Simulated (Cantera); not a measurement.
**Equilibrium for carbothermic reduction: MgO + C + H2**

Input: 1 mol MgO, 5.3 mol C, 0.11 mol H2, held at 28.0 Pa.

These are equilibrium values from Cantera (NASA tables, ideal gas, pure condensed phases), not measurements of a reactor. Candidate condensed phases: C, C6H6, C7H8, C8H18, H2O, Mg, MgCO3, MgO, Mg(OH)2; 116 gas species. The tables' values for MgH are old estimates; treat these amounts as uncertain. Kinetics and transport are ignored.

| T (K) | x CO | x Mg | x H | x H2 | x C3 | x C | n C(graphite) |
|---|---|---|---|---|---|---|---|
| 1748 | 0.473 | 0.473 | 0.00307 | 0.0505 | 7.95e-11 | 2.17e-10 | 4.30 |
| 1848 | 0.472 | 0.472 | 0.00697 | 0.0484 | 1.71e-9 | 3.14e-9 | 4.30 |
| 1948 | 0.471 | 0.471 | 0.0143 | 0.0446 | 2.65e-8 | 3.44e-8 | 4.30 |
| 2048 | 0.468 | 0.468 | 0.0262 | 0.0383 | 3.14e-7 | 2.98e-7 | 4.30 |
| 2148 | 0.464 | 0.464 | 0.0428 | 0.0295 | 2.93e-6 | 2.11e-6 | 4.30 |
| 2248 | 0.459 | 0.459 | 0.0616 | 0.0197 | 2.23e-5 | 1.26e-5 | 4.30 |
| 2348 | 0.455 | 0.455 | 0.0778 | 0.0111 | 0.000142 | 6.42e-5 | 4.30 |
| 2448 | 0.452 | 0.452 | 0.0884 | 0.00552 | 0.000777 | 0.000286 | 4.29 |
| 2548 | 0.449 | 0.449 | 0.0935 | 0.00256 | 0.00369 | 0.00114 | 4.27 |
| 2648 | 0.441 | 0.441 | 0.0946 | 0.00116 | 0.0155 | 0.00405 | 4.18 |
x: gas mole fraction; n: condensed amount in mol.

From 1748 K to 2648 K the condensed part is C(graphite). The main Mg-bearing gas is Mg throughout.
